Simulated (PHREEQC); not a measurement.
## Sulfide liquor (model solution)

Consider water at 20 °C with 0.00032 mol/kgw H2S. Closed to the air; pH follows from the charge balance.

Computed with PHREEQC (ion-association model, phreeqc.dat).

| Property | Result |
|---|---|
| pH | 5.26 |
| ionic strength | 5.56e-6 mol/kgw |

```csv
species,molality,activity,log γ
H2S,0.000314,0.000314,0.000
H+,5.56e-6,5.54e-6,-0.001
HS-,5.56e-6,5.54e-6,-0.001
OH-,1.24e-9,1.23e-9,-0.001
```

No solid was allowed to form. Species that the database lacks are ignored.
